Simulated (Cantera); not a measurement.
## Premixed flame

A freely propagating, adiabatic, planar premixed flame of 12.8 % CH4, 18.3 % O2, 68.8 % N2, equivalence ratio 1.4, unburnt at 500 K and 101000 Pa; mixture-averaged transport, grid criteria slope 0.08 and curve 0.16, no radiation.

Cantera simulation using GRI-Mech 3.0 (53 species, 325 reactions); the numbers are that mechanism's predictions, not measurements. Burning velocities carry a grid error of a few per cent, more on coarse grids.

| z (mm) | T (K) | u (m/s) | x CH4 | x O2 | x C2H | x H2O | x NO2 | x CO2 |
|---|---|---|---|---|---|---|---|---|
| -1.76 | 501 | 0.466 | 0.128 | 0.183 | <1e-8 | 8.97e-5 | <1e-8 | 4.42e-7 |
| -1.17 | 506 | 0.473 | 0.126 | 0.181 | <1e-8 | 0.000885 | 1.14e-8 | 8.34e-6 |
| -0.881 | 525 | 0.495 | 0.124 | 0.179 | <1e-8 | 0.00350 | 6.08e-8 | 5.44e-5 |
| -0.587 | 644 | 0.615 | 0.114 | 0.169 | <1e-8 | 0.0181 | 3.74e-7 | 0.000621 |
| -0.294 | 1113 | 1.09 | 0.0762 | 0.124 | <1e-8 | 0.0722 | 3.11e-7 | 0.00549 |
| -0.147 | 1502 | 1.49 | 0.0420 | 0.0797 | 2.32e-8 | 0.117 | 7.72e-8 | 0.0123 |
| 0 | 1844 | 1.85 | 0.0122 | 0.0334 | 7.57e-7 | 0.157 | <1e-8 | 0.0221 |
| 0.147 | 2006 | 2.02 | 0.00199 | 0.00953 | 1.66e-6 | 0.175 | <1e-8 | 0.0309 |
| 0.294 | 2054 | 2.06 | 0.000341 | 0.00247 | 8.89e-7 | 0.178 | <1e-8 | 0.0367 |
| 0.587 | 2075 | 2.08 | 2.08e-5 | 0.000268 | 1.39e-7 | 0.177 | <1e-8 | 0.0418 |
| 1.17 | 2086 | 2.09 | 6.22e-7 | 8.36e-5 | <1e-8 | 0.176 | <1e-8 | 0.0437 |
| 2.35 | 2096 | 2.10 | 1.13e-8 | 4.98e-5 | <1e-8 | 0.177 | <1e-8 | 0.0438 |
| 4.70 | 2107 | 2.10 | <1e-8 | 2.41e-5 | <1e-8 | 0.178 | <1e-8 | 0.0436 |
x: mole fraction of selected species; z is measured from the peak of heat release.

```
Quantity                      Value
------------------------  ---------
laminar burning velocity  46.4 cm/s
thermal thickness          0.587 mm
peak x(C2H)                 1.68e-6
grid points                     146
```
